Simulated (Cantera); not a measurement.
A perfectly stirred reactor is fed with CH4 : O2 : N2 = 1 : 1.18 : 7.18 (molar parts), equivalence ratio 1.7, at 0.266 atm; it is adiabatic with a 550 K inlet, and is followed from long to short residence time, starting on the burning branch (τ in s: 0.32, 0.1, 0.032, 0.01, 0.0032, 0.001, 0.00032, 0.0001, 3.2e-05).

Detailed kinetics in Cantera: GRI-Mech 3.0 (53 species, 325 reactions).

### Question
What does this change do: inlet temperature 550 to 625 K?

### Answer
```
quantity                                                                      before                               after
------------------------------------------------  ----------------------------------  ----------------------------------
blow-out, bracketed by the residence times tried  burning at 32.0 ms, out at 10.0 ms  burning at 10.0 ms, out at 3.20 ms
x(CH4) at τ = 0.320 s                                                        0.00501                             0.00389
x(O2) at τ = 0.320 s                                                        0.000916                            0.000615
x(C2H4) at τ = 0.320 s                                                      0.000119                             6.83e-5
x(HCO) at τ = 0.320 s                                                        3.79e-8                             4.29e-8
x(H2O2) at τ = 0.320 s                                                       2.30e-9                             1.65e-9
x(CH4) at τ = 3.20 ms                                                          0.107                               0.107
x(O2) at τ = 3.20 ms                                                           0.126                               0.126
x(C2H4) at τ = 3.20 ms                                                        <1e-12                              <1e-12
x(HCO) at τ = 3.20 ms                                                         <1e-12                              <1e-12
x(H2O2) at τ = 3.20 ms                                                        <1e-12                              <1e-12
```

### Question
What does this change do: inlet temperature 550 to 700 K?

### Answer
```json
[
 {"quantity": "blow-out, bracketed by the residence times tried", "before": "burning at 32.0 ms, out at 10.0 ms", "after": "burning at 10.0 ms, out at 3.20 ms"},
 {"quantity": "x(CH4) at τ = 0.320 s", "before": "0.00501", "after": "0.00287"},
 {"quantity": "x(O2) at τ = 0.320 s", "before": "0.000916", "after": "0.000412"},
 {"quantity": "x(C2H4) at τ = 0.320 s", "before": "0.000119", "after": "3.69e-5"},
 {"quantity": "x(HCO) at τ = 0.320 s", "before": "3.79e-8", "after": "4.94e-8"},
 {"quantity": "x(H2O2) at τ = 0.320 s", "before": "2.30e-9", "after": "1.21e-9"},
 {"quantity": "x(CH4) at τ = 3.20 ms", "before": "0.107", "after": "0.107"},
 {"quantity": "x(O2) at τ = 3.20 ms", "before": "0.126", "after": "0.126"},
 {"quantity": "x(C2H4) at τ = 3.20 ms", "before": "<1e-12", "after": "<1e-12"},
 {"quantity": "x(HCO) at τ = 3.20 ms", "before": "<1e-12", "after": "<1e-12"},
 {"quantity": "x(H2O2) at τ = 3.20 ms", "before": "<1e-12", "after": "<1e-12"}
]
```

### Question
What does this change do: 0.73 parts CO2 added?

### Answer
```
quantity                                                                      before                               after
------------------------------------------------  ----------------------------------  ----------------------------------
blow-out, bracketed by the residence times tried  burning at 32.0 ms, out at 10.0 ms  burning at 0.100 s, out at 32.0 ms
x(CH4) at τ = 0.320 s                                                        0.00501                             0.00600
x(O2) at τ = 0.320 s                                                        0.000916                             0.00225
x(C2H4) at τ = 0.320 s                                                      0.000119                            0.000310
x(HCO) at τ = 0.320 s                                                        3.79e-8                             4.08e-8
x(H2O2) at τ = 0.320 s                                                       2.30e-9                             4.87e-9
x(CH4) at τ = 3.20 ms                                                          0.107                              0.0991
x(O2) at τ = 3.20 ms                                                           0.126                               0.117
x(C2H4) at τ = 3.20 ms                                                        <1e-12                              <1e-12
x(HCO) at τ = 3.20 ms                                                         <1e-12                              <1e-12
x(H2O2) at τ = 3.20 ms                                                        <1e-12                              <1e-12
```
